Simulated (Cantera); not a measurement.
Equilibrium for metals in furnace atmospheres: Cu + CO + H2

A closed system holds: 1 mol Cu, a varied amount of CO, 29 mol H2, held at 1 atm.

These are equilibrium values from Cantera (NASA tables, ideal gas, pure condensed phases), not measurements of a reactor. Candidate condensed phases: C, C6H6, C7H8, C8H18, Cu, CuO, Cu(OH)2, Cu2O, H2O; 113 gas species. Rates play no part.

Map the stable condensed phases over T = 775, 925, 1075, 1225, 1375, 1525, 1675, 1825, 1975 K and n(CO) in mol = 2.6, 3.4, 4.4, 5.7, 7.4, 9.6, 12.


```
T in K \ n(CO) in mol
         2.6 3.4 4.4 5.7 7.4 9.6  12
   1975    A   A   A   A   A   A   A
   1825    A   A   A   A   A   A   A
   1675    A   A   A   A   A   A   A
   1525    A   A   A   A   A   A   A
   1375    A   A   A   A   A   A   A
   1225    A   A   A   A   A   A   A
   1075    A   A   A   A   A   B   B
    925    A   A   A   A   B   B   B
    775    A   A   A   A   A   B   B
```
A: Cu; B: C + Cu.
